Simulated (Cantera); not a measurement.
Input (Python, Cantera):

```python
import numpy as np
import cantera as ct

gas = ct.Solution("gri30.yaml")
gas.TPX = 1125, 210000, {'CO': 1, 'H2': 0.18, 'O2': 0.585, 'N2': 2.2}
reactor = ct.IdealGasConstPressureReactor(gas, energy="on", clone=False)
net = ct.ReactorNet([reactor])
net.rtol, net.atol = 1e-08, 1e-16
show = ['CO', 'H2', 'O2', 'NO', 'CO2']
times = np.geomspace(1e-05, 2, 16)

steps = ct.SolutionArray(gas, extra=["t"])
rows = []
print(f"{'t/s':>10s}{'T/K':>9s}{'P/Pa':>11s}" + "".join(f"{s:>11s}" for s in show))
for t in times:
    while net.time < t:
        t_next = net.step()
        steps.append(gas.state, t=t_next)
    rows.append([np.interp(t, steps.t, y) for y in (steps.T, steps.P, *steps(*show).X.T)])
    print(f"{t:10.3e}{rows[-1][0]:9.1f}{rows[-1][1]:11.4g}" + "".join(f"{x:11.3e}" for x in rows[-1][2:]))
rate = np.gradient(steps.T, steps.t)
print("integrator steps:", len(steps.t))
if steps.T.max() > steps.T[0] + 200:
    print(f"time of steepest temperature rise: {steps.t[rate.argmax()]:.4e} s")
gas.TPX = 1125, 210000, {'CO': 1, 'H2': 0.18, 'O2': 0.585, 'N2': 2.2}
gas.equilibrate("HP")
print(f"equilibrium (HP): T = {gas.T:.1f} K  " + "  ".join(f"{s} {gas[s].X[0]:.3e}" for s in show))
```

Output:

```
       t/s      T/K       P/Pa         CO         H2         O2         NO        CO2
 1.000e-05   1125.0    2.1e+05  2.522e-01  4.540e-02  1.475e-01  1.423e-18  3.444e-08
 2.256e-05   1125.0    2.1e+05  2.522e-01  4.540e-02  1.475e-01  1.918e-16  4.342e-07
 5.091e-05   1125.9    2.1e+05  2.521e-01  4.524e-02  1.474e-01  6.210e-12  8.577e-05
 1.149e-04   2151.7    2.1e+05  1.260e-01  5.096e-03  5.444e-02  7.443e-05  1.439e-01
 2.592e-04   2583.5    2.1e+05  9.398e-02  3.125e-03  4.123e-02  5.879e-04  1.852e-01
 5.848e-04   2707.7    2.1e+05  8.088e-02  2.530e-03  3.479e-02  2.277e-03  2.011e-01
 1.320e-03   2711.4    2.1e+05  7.998e-02  2.503e-03  3.296e-02  5.418e-03  2.023e-01
 2.977e-03   2706.1    2.1e+05  8.001e-02  2.516e-03  3.135e-02  9.010e-03  2.023e-01
 6.718e-03   2703.6    2.1e+05  8.003e-02  2.523e-03  3.060e-02  1.068e-02  2.023e-01
 1.516e-02   2703.4    2.1e+05  8.003e-02  2.523e-03  3.054e-02  1.082e-02  2.023e-01
 3.420e-02   2703.4    2.1e+05  8.003e-02  2.523e-03  3.054e-02  1.082e-02  2.023e-01
 7.717e-02   2703.4    2.1e+05  8.003e-02  2.523e-03  3.054e-02  1.082e-02  2.023e-01
 1.741e-01   2703.4    2.1e+05  8.003e-02  2.523e-03  3.054e-02  1.082e-02  2.023e-01
 3.928e-01   2703.4    2.1e+05  8.003e-02  2.523e-03  3.054e-02  1.082e-02  2.023e-01
 8.864e-01   2703.4    2.1e+05  8.003e-02  2.523e-03  3.054e-02  1.082e-02  2.023e-01
 2.000e+00   2703.4    2.1e+05  8.003e-02  2.523e-03  3.054e-02  1.082e-02  2.023e-01
integrator steps: 1473
time of steepest temperature rise: 7.9658e-05 s
equilibrium (HP): T = 2703.4 K  CO 8.003e-02  H2 2.523e-03  O2 3.054e-02  NO 1.082e-02  CO2 2.023e-01
```

Cantera simulation using GRI-Mech 3.0 (53 species, 325 reactions); the numbers are that mechanism's predictions, not measurements. The hydrogen kinetics of GRI-Mech 3.0 are dated; newer H2 mechanisms differ, most at raised pressure.
